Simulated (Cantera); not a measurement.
A Cantera script and what it prints.

```python
import numpy as np
import cantera as ct

gas_names = """
    H HO2 H2 H2O H2O2 O OH O2 O3 Pb PbO Pb2
""".split()
cond_names = """
    H2O(s) H2O(L) Pb(cr) Pb(L) PbO(rd) PbO(yw) PbO(L) PbO2(s) Pb3O4(s)
""".split()


# ... load() reads the species with a 1 bar reference pressure and builds the phases ...
atoms = {
    'PbO': {'Pb': 1, 'O': 1},
    'O2': {'O': 2},
    'H2': {'H': 2},
}
top_T = {'Pb3O4(s)': 820}  # K; cautious upper limits of use, not melting points


# ... equilibrate(T, P, feed) seeds the gas with the atoms and calls Mixture.equilibrate('TP', solver="vcs", rtol=1e-11, max_steps=5000) ...
results = []
feed = {'PbO': 1, 'O2': 0.057, 'H2': 0.5}  # mol
P = 1000  # Pa
for T in [773, 848, 923, 998, 1073, 1148, 1223, 1298, 1373, 1448, 1523, 1598]:
    mix = equilibrate(T, P, feed)
    results.append((T, P, feed, dict(zip(mix.species_names, mix.species_moles))))
    x = sorted(zip(gas.X, gas.species_names), reverse=True)
    print(f"T = {T:g} K  P = {P:g} Pa  gas = {mix.phase_moles(0):.4g} mol")
    print("   x: " + "  ".join(f"{s} {v:.3e}" for v, s in x if v > 1e-06))
    print("   condensed (mol): " + ("  ".join(f"{mix.phase(i).name} {mix.phase_moles(i):.4g}"
          for i in range(1, mix.n_phases) if mix.phase_moles(i) > 1e-12) or "none"))
```

It prints:

```
T = 773 K  P = 1000 Pa  gas = 0.5 mol
   x: H2O 9.999e-01  H2 5.493e-05  Pb 2.309e-06
   condensed (mol): Pb(L) 0.386  PbO(yw) 0.614
T = 848 K  P = 1000 Pa  gas = 0.5 mol
   x: H2O 9.999e-01  H2 7.943e-05  Pb 2.991e-05
   condensed (mol): Pb(L) 0.3859  PbO(yw) 0.614
T = 923 K  P = 1000 Pa  gas = 0.5001 mol
   x: H2O 9.996e-01  Pb 2.536e-04  H2 1.097e-04  PbO 1.886e-06
   condensed (mol): Pb(L) 0.3858  PbO(yw) 0.6141
T = 998 K  P = 1000 Pa  gas = 0.5008 mol
   x: H2O 9.983e-01  Pb 1.549e-03  H2 1.460e-04  PbO 2.850e-05
   condensed (mol): Pb(L) 0.3852  PbO(yw) 0.6141
T = 1073 K  P = 1000 Pa  gas = 0.5038 mol
   x: H2O 9.922e-01  Pb 7.308e-03  PbO 2.909e-04  H2 1.877e-04
   condensed (mol): Pb(L) 0.3822  PbO(yw) 0.6139
T = 1148 K  P = 1000 Pa  gas = 0.5156 mol
   x: H2O 9.696e-01  Pb 2.802e-02  PbO 2.166e-03  H2 2.318e-04
   condensed (mol): Pb(L) 0.3714  PbO(yw) 0.613
T = 1223 K  P = 1000 Pa  gas = 0.5565 mol
   x: H2O 8.981e-01  Pb 9.075e-02  PbO 1.085e-02  H2 3.057e-04  Pb2 4.257e-06  OH 1.391e-06
   condensed (mol): Pb(L) 0.3353  PbO(L) 0.6081
T = 1298 K  P = 1000 Pa  gas = 0.7136 mol
   x: H2O 7.003e-01  Pb 2.557e-01  PbO 4.359e-02  H2 3.365e-04  Pb2 2.393e-05  OH 5.293e-06  O2 3.038e-06
   condensed (mol): Pb(L) 0.2033  PbO(L) 0.5831
T = 1373 K  P = 1000 Pa  gas = 1.041 mol
   x: H2O 4.801e-01  Pb 3.707e-01  PbO 1.489e-01  H2 1.828e-04  O2 6.054e-05  Pb2 3.693e-05  OH 2.111e-05
   condensed (mol): PbO(L) 0.4591
T = 1448 K  P = 1000 Pa  gas = 1.504 mol
   x: PbO 4.026e-01  H2O 3.323e-01  Pb 2.621e-01  O2 2.786e-03  OH 9.576e-05  H2 5.795e-05  Pb2 1.399e-05  O 1.030e-06
   condensed (mol): none
T = 1523 K  P = 1000 Pa  gas = 1.511 mol
   x: PbO 3.923e-01  H2O 3.307e-01  Pb 2.696e-01  O2 7.043e-03  OH 2.345e-04  H2 1.009e-04  Pb2 1.151e-05  O 4.630e-06  H 2.322e-06
   condensed (mol): none
T = 1598 K  P = 1000 Pa  gas = 1.523 mol
   x: PbO 3.735e-01  H2O 3.279e-01  Pb 2.831e-01  O2 1.480e-02  OH 5.141e-04  H2 1.746e-04  O 1.723e-05  Pb2 1.010e-05  H 7.033e-06
   condensed (mol): none
```

Method: chemical equilibrium by Gibbs-energy minimisation in Cantera with the NASA 1993 tables (ideal gas, pure condensed phases). Each liquid is taken as pure. Mutual solubility and eutectic melting of coexisting phases are not modelled. Gases not in the tables: (PbO)n polymers.
